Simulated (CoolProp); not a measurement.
Vapour-liquid equilibrium of n-hexane (1) + n-decane (2) at 94.75 °C; x and y are mole fractions of (1).

Values from CoolProp's multi-fluid Helmholtz-energy mixture model, Thol 2019 and Lemmon 2006; pair parameters Kunz 2012.

Give the bubble pressure and the first vapour's composition at x = 0.05, 0.45, 0.85. Is there an azeotrope?

x = 0.05: 0.01685 MPa, y = 0.559; x = 0.45: 0.09517 MPa, y = 0.952; x = 0.85: 0.1812 MPa, y = 0.993. No azeotrope shows between x = 0.05 and 0.95.

The pair parameters rest on a limited set of measurements; away from them the model extrapolates.
